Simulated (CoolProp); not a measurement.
A simple Rankine cycle with carbonyl sulfide: condensing at 294.15 K, boiler at 5.45 MPa, turbine inlet 371.7 K, turbine efficiency 0.75, pump efficiency 0.7, no recuperator. Each further row changes one setting.

The numbers come from the reference Helmholtz-energy equation of state, Lemmon 2006 in CoolProp. It is a short technical equation, of lower accuracy than the large ones.

| case | thermal efficiency (%) | net work (kJ/kg) | heat in (kJ/kg) | turbine exit temperature (K) | volume ratio over the turbine |
|---|---|---|---|---|---|
| as stated | 11.1 | 25.9 | 234 | 294.2 | 5.11 |
| turbine inlet 391.7 K | 11.9 | 32.5 | 273 | 294.2 | 4.35 |
| condensing temperature 286.15 K | 12.3 | 30.0 | 244 | 286.1 | 6.26 |
| boiler pressure 3.81 MPa | 10.0 | 27.6 | 277 | 294.2 | 3.00 |
| turbine efficiency 0.65 | 9.3 | 21.7 | 234 | 294.2 | 5.22 |

The expansion ends wet for: as stated; turbine inlet 391.7 K; condensing temperature 286.15 K; boiler pressure 3.81 MPa; turbine efficiency 0.65.
